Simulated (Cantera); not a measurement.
Feed: 1 mol trisilylamine, 21 mol N₂, equilibrated at 20.0 mbar.

Equilibrium computed with Cantera from the NASA thermochemical tables; the gas is ideal and each condensed phase is pure. Candidate condensed phases: Si, Si₃N₄; 18 gas species. The feed counts by its element totals alone. The numbers say what is thermodynamically allowed, not how fast it happens. All values below are at 1548 K.

Base state: N₂ 0.812, H₂ 0.187, H 9.43e-5 (mole fractions); condensed: Si₃N₄(s).

Problem. What changes in the equilibrium state with this change: trisilylamine replaced by SiF₄?

Solution. 
| species | before | after |
|---|---|---|
| N₂ | 0.812 | 0.955 |
| SiF₄ | 0 | 0.0455 |
| H₂ | 0.187 | 0 |
| H | 9.43e-5 | 0 |
| Si₃N₄(s), mol | 1.000 | 0 |
